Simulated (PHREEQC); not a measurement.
A made-up water analysis in mg/L, 25 °C, pH 4.07, pe 8.9:

```csv
constituent,mg/L
Na,682
K,28.6
Ca,252
Mg,168
Cl,184
S(6) as SO4,2510
Mn(2),6.39
```

Na is adjusted to close the charge balance.
Valence states are taken as typed.

Equilibrium calculation in PHREEQC: ion-association model, wateq4f.dat.

This is a speciation only: nothing precipitates in the calculation.

Q: What ionic strength does the model give?

A: ionic strength 0.0720 mol/kgw.

Q: In which forms is Mn present?

A: Mn+2 62 %, MnSO4 38 %, MnCl+ 0.6 % of the Mn.
